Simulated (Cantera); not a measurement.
Input (Python, Cantera) and output of one run.

```python
import numpy as np
import cantera as ct

gas_names = [...]  # 114 gases of nasa_gas.yaml made of C, Fe, H, O
cond_names = """
    C(gr) C6H6(L) C7H8(L) C8H18(L),n-octa Fe(a) Fe(c) Fe(d) Fe(L) FeC5O5(L) FeO(s) FeO(L) Fe(OH)2(s)
    Fe(OH)3(s) Fe2O3(s) Fe3O4(s) H2O(s) H2O(L)
""".split()


# ... load() reads the species with a 1 bar reference pressure and builds the phases ...
atoms = {
    'Fe3O4': {'Fe': 3, 'O': 4},
    'C': {'C': 1},
    'H2': {'H': 2},
}
top_T = {'C(gr)': 4500, 'Fe2O3(s)': 1830, 'Fe3O4(s)': 1870}  # K; cautious upper limits of use, not melting points


# ... equilibrate(T, P, feed) seeds the gas with the atoms and calls Mixture.equilibrate('TP', solver="vcs", rtol=1e-11, max_steps=5000) ...
results = []
feed = {'Fe3O4': 1, 'C': 6.8, 'H2': 0.99}  # mol
T = 1325  # K
P = 29000  # Pa
mix = equilibrate(T, P, feed)
results.append((T, P, feed, dict(zip(mix.species_names, mix.species_moles))))
x = sorted(zip(gas.X, gas.species_names), reverse=True)
print(f"T = {T:g} K  P = {P:g} Pa  gas = {mix.phase_moles(0):.4g} mol")
print("   x: " + "  ".join(f"{s} {v:.3e}" for v, s in x if v > 0.0001))
print("   condensed (mol): " + ("  ".join(f"{mix.phase(i).name} {mix.phase_moles(i):.4g}"
      for i in range(1, mix.n_phases) if mix.phase_moles(i) > 1e-12) or "none"))
```

It prints:

```
T = 1325 K  P = 29000 Pa  gas = 4.984 mol
   x: CO 8.007e-01  H2 1.981e-01  CO2 7.180e-04  H2O 3.311e-04
   condensed (mol): C(gr) 2.805  Fe(c) 3
```

These are equilibrium values from Cantera (NASA tables, ideal gas, pure condensed phases), not measurements of a reactor. Condensed phases not in the tables: cementite and carbon dissolved in iron.
